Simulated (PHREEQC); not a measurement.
## Alkaline etch or developer: an equilibrium model

Make-up at 25 °C: 0.68 mol/kgw NH3, 0.0028 mol/kgw NaHF2 and 0.0047 mol/kgw (CH3)4NCl. Closed to the air; pH follows from the charge balance.

All values are PHREEQC results (ion-association model, phreeqc.dat), not measurements.

```json
{
  "pH": "11.38",
  "ionic_strength": "0.0130 mol/kgw",
  "activity_of_water": "0.988",
  "total_alkalinity": "677 meq/kg"
}
```

```csv
species,molality,activity,log γ
NH3,0.674,0.676,0.001
F-,0.00559,0.00497,-0.051
NH4+,0.00553,0.00489,-0.053
Cl-,0.00470,0.00418,-0.051
(CH3)4N+,0.00470,0.00418,-0.051
Na+,0.00279,0.00249,-0.049
OH-,0.00273,0.00243,-0.051
NaF,7.10e-6,7.13e-6,0.001
```

No solid was allowed to form. (CH3)4N+ isn't in the database: it is added as a free cation with an ion size of 4 Å.
